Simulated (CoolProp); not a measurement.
Dimethyl ether along the isobar 5710 kPa: fugacity coefficient from the reference equation and from simpler models built on Tc = 400.4 K, pc = 5337 kPa, ω = 0.196; each cubic takes its own stable root.

Values from CoolProp's reference Helmholtz-energy equation of state, Wu 2011.

| T (K) | phase | reference |
|---|---|---|
| 214.9 | liquid | 0.003776 |
| 249.4 | liquid | 0.02117 |
| 283.8 | liquid | 0.07136 |
| 318.3 | liquid | 0.1731 |
| 352.7 | liquid | 0.3323 |
| 387.2 | liquid | 0.5365 |
| 421.6 | supercritical | 0.6948 |
| 456.1 | supercritical | 0.7670 |
| 490.5 | supercritical | 0.8166 |
| 525 | supercritical | 0.8535 |

Task: How far does each simpler model (van der Waals, Redlich-Kwong, Soave-Redlich-Kwong, Peng-Robinson) lie from the reference over these 10 states: mean and median of the absolute difference, and the worst?

Result: 
- van der Waals: mean 209.2 %, median 27.7 %, worst +1290.9 % at 214.9 K and 5710 kPa
- Redlich-Kwong: mean 20.8 %, median 9.5 %, worst +72.7 % at 214.9 K and 5710 kPa
- Soave-Redlich-Kwong: mean 2.5 %, median 2.1 %, worst +4.4 % at 352.7 K and 5710 kPa
- Peng-Robinson: mean 1.0 %, median 0.7 %, worst +3.2 % at 214.9 K and 5710 kPa
